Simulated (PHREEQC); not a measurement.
## Nickel, zinc or cadmium bath

A solution holds 0.047 mol CdSO4 and 3.9e-05 mol FeSO4 per kg of water, at 70 °C. Closed to the air; pH follows from the charge balance.

Computed with PHREEQC (ion-association model, phreeqc.dat).

Each row changes one thing in this solution. No solid was allowed to form.

```tsv
case	pH	ionic strength (mol/kgw)	CdOH+ (mol/kgw)	HSO4- (mol/kgw)	Cd2OH+3 (mol/kgw)
as made	5.65	0.0933	7.17e-6	6.03e-6	1.45e-6
FeSO4 from 3.9e-05 to 4.29e-05 mol/kgw	5.65	0.0933	7.17e-6	6.03e-6	1.45e-6
0.0015 mol/kgw AlCl3 added	4.11	[?]	1.97e-7	0.000208	3.87e-8
FeSO4 replaced by KHSO4 at the same molality	4.99	0.0933	1.53e-6	[?]	3.11e-7
```

Q: Some entries are withheld; supply them.

A: 
- 0.0015 mol/kgw AlCl3 added, ionic strength (mol/kgw): 0.0948
- FeSO4 replaced by KHSO4 at the same molality, HSO4- (mol/kgw): 2.82e-5

Some of these states are supersaturated (in Gibbsite (slow to form), for instance). At this temperature some constants are extrapolated from 25 °C, and those without enthalpy data are left unchanged.
